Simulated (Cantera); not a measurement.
Input: 1 mol CaCl2, 0.14 mol O2, 1.3 mol H2, equilibrated at 0.720 Pa.

These are equilibrium values from Cantera (NASA tables, ideal gas, pure condensed phases), not measurements of a reactor. Candidate condensed phases: Ca, CaCl2, CaO, Ca(OH)2, H2O; 21 gas species. Condensed phases not in the tables: oxide chlorides. Kinetics and transport are ignored.

Q: At 1475 K, list the 6 most abundant gas species with their mole fractions, and the condensed phases.

A: H2 0.441, CaCl2 0.334, HCl 0.198, H2O 0.0219, H 0.00321, Cl 0.00117. Condensed: CaO(s).
